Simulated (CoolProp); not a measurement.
Properties of n-octane at several states (Tc = 295.6 °C, pc = 24.84 bar, ω = 0.398).

Model: reference Helmholtz-energy equation of state, Beckmüller 2019, in CoolProp.

```
T (°C)  p (bar)   phase  viscosity (µPa s)  fugacity coefficient
------  -------  ------  -----------------  --------------------
131.65    0.233     gas                  …                0.9884
61.45     0.228  liquid                345                0.4843
82.75      4.54  liquid                  …               0.05717
342.35     10.7     gas               12.0                0.8858
125.45     6.34  liquid                  …                     …
109.55    0.195     gas               7.28                0.9881
```

**Question.** What belongs in the gaps?

**Answer.** 
- 131.65, viscosity (µPa s): 7.69
- 82.75, viscosity (µPa s): 286
- 125.45, viscosity (µPa s): 202
- 125.45, fugacity coefficient: 0.1551

Viscosity comes from a separate model (Huber 2004).
